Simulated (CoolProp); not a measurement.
Ethylene at 275.07 K and 1.97 MPa is throttled through a valve to 0.293 MPa with no heat exchange. Each further row changes one setting.

Computed with CoolProp (reference Helmholtz-energy equation of state, Smukala 2000).

```
case                        temperature change (K)  final density (kg/m³)
--------------------------  ----------------------  ---------------------
as stated                                    -24.6                      …
outlet pressure 0.0879 MPa                       …                   1.21
outlet pressure 0.381 MPa                        …                   5.30
```

Task: What belongs in the gaps?

Result: 
- as stated, final density (kg/m³): 4.06
- outlet pressure 0.0879 MPa, temperature change (K): -27.9
- outlet pressure 0.381 MPa, temperature change (K): -23.2
